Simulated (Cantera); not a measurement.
Input (Python, Cantera) and output of one run.

```python
import numpy as np
import cantera as ct

gas_names = [...]  # 113 gases of nasa_gas.yaml made of C, F, H, Si
cond_names = """
    C(gr) C6H6(L) C7H8(L) C8H18(L),n-octa Si(cr) Si(L) SiC(b)
""".split()


# ... load() reads the species with a 1 bar reference pressure and builds the phases ...
atoms = {
    'SiF4': {'Si': 1, 'F': 4},
    'CH4': {'C': 1, 'H': 4},
    'H2': {'H': 2},
}
top_T = {'C(gr)': 4500, 'SiC(b)': 3050}  # K; cautious upper limits of use, not melting points


# ... equilibrate(T, P, feed) seeds the gas with the atoms and calls Mixture.equilibrate('TP', solver="vcs", rtol=1e-11, max_steps=5000) ...
results = []
feed = {'SiF4': 1, 'CH4': 0.14, 'H2': 12}  # mol
P = 10000  # Pa
for T in [973, 1023, 1073, 1123, 1173, 1223, 1273, 1323, 1373]:
    mix = equilibrate(T, P, feed)
    results.append((T, P, feed, dict(zip(mix.species_names, mix.species_moles))))
    x = sorted(zip(gas.X, gas.species_names), reverse=True)
    print(f"T = {T:g} K  P = {P:g} Pa  gas = {mix.phase_moles(0):.4g} mol")
    print("   x: " + "  ".join(f"{s} {v:.3e}" for v, s in x if v > 0.0001))
    print("   condensed (mol): " + ("  ".join(f"{mix.phase(i).name} {mix.phase_moles(i):.4g}"
          for i in range(1, mix.n_phases) if mix.phase_moles(i) > 1e-12) or "none"))
```

Result:

```
T = 973 K  P = 10000 Pa  gas = 13.14 mol
   x: H2 9.129e-01  SiF4 7.579e-02  CH4 1.065e-02  HF 3.107e-04  SiHF3 3.051e-04
   condensed (mol): none
T = 1023 K  P = 10000 Pa  gas = 13.2 mol
   x: H2 9.174e-01  SiF4 7.531e-02  CH4 6.314e-03  HF 4.723e-04  SiHF3 4.565e-04
   condensed (mol): C(gr) 0.05667
T = 1073 K  P = 10000 Pa  gas = 13.23 mol
   x: H2 9.198e-01  SiF4 7.490e-02  CH4 3.888e-03  HF 6.938e-04  SiHF3 6.530e-04
   condensed (mol): C(gr) 0.08857
T = 1123 K  P = 10000 Pa  gas = 13.25 mol
   x: H2 9.210e-01  SiF4 7.450e-02  CH4 2.490e-03  HF 9.923e-04  SiHF3 8.955e-04
   condensed (mol): C(gr) 0.107
T = 1173 K  P = 10000 Pa  gas = 13.26 mol
   x: H2 9.215e-01  SiF4 7.404e-02  CH4 1.652e-03  HF 1.391e-03  SiHF3 1.179e-03  SiF3 1.921e-04
   condensed (mol): C(gr) 0.1181
T = 1223 K  P = 10000 Pa  gas = 13.27 mol
   x: H2 9.216e-01  SiF4 7.347e-02  HF 1.923e-03  SiHF3 1.493e-03  CH4 1.132e-03  SiF3 3.961e-04
   condensed (mol): C(gr) 0.125
T = 1273 K  P = 10000 Pa  gas = 13.27 mol
   x: H2 9.212e-01  SiF4 7.273e-02  HF 2.633e-03  SiHF3 1.819e-03  CH4 7.972e-04  SiF3 7.560e-04
   condensed (mol): C(gr) 0.1294
T = 1323 K  P = 10000 Pa  gas = 13.28 mol
   x: H2 9.205e-01  SiF4 7.176e-02  HF 3.581e-03  SiHF3 2.136e-03  SiF3 1.344e-03  CH4 5.760e-04
   condensed (mol): C(gr) 0.1323
T = 1373 K  P = 10000 Pa  gas = 13.29 mol
   x: H2 9.194e-01  SiF4 7.054e-02  HF 4.942e-03  SiHF3 2.375e-03  SiF3 2.193e-03  CH4 4.256e-04
   condensed (mol): C(gr) 0.1336  SiC(b) 0.0006643
```

These are equilibrium values from Cantera (NASA tables, ideal gas, pure condensed phases), not measurements of a reactor. The tables' values for SiF3, SiF2 are old estimates; treat these amounts as uncertain.
